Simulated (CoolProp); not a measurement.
Vapour-liquid equilibrium of CH2F2 (R32) (1) + R123 (2) at 20.75 °C; x and y are mole fractions of (1).

The numbers come from the multi-fluid Helmholtz-energy mixture model, Tillner-Roth 1997 and Younglove 1994; pair parameters Bell 2016 in CoolProp.

```json
[
 {"x": "0.05", "bubble pressure, mixture model (MPa)": "0.1639", "bubble pressure, Raoult's law (MPa)": "0.1492", "y, mixture model": "0.531", "y, Raoult's law": "0.504"},
 {"x": "0.2", "bubble pressure, mixture model (MPa)": "0.4145", "bubble pressure, Raoult's law (MPa)": "0.3633", "y, mixture model": "0.827", "y, Raoult's law": "0.829"},
 {"x": "0.35", "bubble pressure, mixture model (MPa)": "0.6391", "bubble pressure, Raoult's law (MPa)": "0.5775", "y, mixture model": "0.897", "y, Raoult's law": "0.912"},
 {"x": "0.5", "bubble pressure, mixture model (MPa)": "0.8359", "bubble pressure, Raoult's law (MPa)": "0.7916", "y, mixture model": "0.930", "y, Raoult's law": "0.951"},
 {"x": "0.65", "bubble pressure, mixture model (MPa)": "1.018", "bubble pressure, Raoult's law (MPa)": "1.006", "y, mixture model": "0.953", "y, Raoult's law": "0.973"},
 {"x": "0.8", "bubble pressure, mixture model (MPa)": "1.206", "bubble pressure, Raoult's law (MPa)": "1.220", "y, mixture model": "0.972", "y, Raoult's law": "0.987"},
 {"x": "0.95", "bubble pressure, mixture model (MPa)": "1.423", "bubble pressure, Raoult's law (MPa)": "1.434", "y, mixture model": "0.992", "y, Raoult's law": "0.997"}
]
```

The largest gap from Raoult's law is +14.1 % in bubble pressure, at x = 0.2. No azeotrope shows between x = 0.05 and 0.95.

The pair parameters rest on a limited set of measurements; away from them the model extrapolates. The gap from Raoult's law changes sign with composition, which may be real or a fault of the pair parameters; it wasn't checked against measurements.
